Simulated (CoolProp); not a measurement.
The numbers come from the reference Helmholtz-energy equation of state, Lemmon 2006 in CoolProp. It is a short technical equation, of lower accuracy than the large ones.

Task: For C2F6 (R116), give the phase and the density (kg/m³), viscosity (µPa s), Prandtl number, fugacity coefficient at 197.6 K and 101 kPa; 208.7 K and 101 kPa.

Result: 
- 197.6 K and 101 kPa: gas; density 8.86, viscosity 9.25, Prandtl number 0.748, fugacity coefficient 0.959
- 208.7 K and 101 kPa: gas; density 8.33, viscosity 9.80, Prandtl number 0.744, fugacity coefficient 0.966

Viscosity comes from a separate model (Huber 2003), an estimate that may be off by 10 % or more. Thermal conductivity comes from a separate model (Huber 2003), an estimate that may be off by 10 % or more.
